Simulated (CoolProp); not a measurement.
Vapour-liquid equilibrium of acetone (1) + dimethyl carbonate (2) at 14.3 bar; x and y are mole fractions of (1).

The numbers come from the multi-fluid Helmholtz-energy mixture model, Lemmon 2006 and Zhou 2011; pair parameters Bell 2016 in CoolProp.

### Question
Give the bubble temperature and the first vapour's composition at x = 0.35, 0.5, 0.8. Is there an azeotrope?

### Answer
x = 0.35: 459.0 K, y = 0.481; x = 0.5: 452.9 K, y = 0.630; x = 0.8: 441.7 K, y = 0.873. No azeotrope shows between x = 0.05 and 0.95.

The pair parameters rest on a limited set of measurements; away from them the model extrapolates.
